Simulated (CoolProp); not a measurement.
Model: reference Helmholtz-energy equation of state, Younglove 1994, in CoolProp. It is a modified Benedict-Webb-Rubin equation, recast in Helmholtz form.

Q: Give the vapour pressure (MPa), liquid density (kg/m³), enthalpy of vaporisation (kJ/kg), vapour viscosity (µPa s) of saturated R123 at 247, 310, 404.7 K.

A: 
```csv
T (K),p (MPa),liquid density (kg/m³),enthalpy of vaporisation (kJ/kg),vapour viscosity (µPa s)
247,0.00848,1590,191,8.85
310,0.139,1430,166,11.2
404.7,1.50,1130,111,15.0
```

Viscosity comes from a separate model (Tanaka 1996).
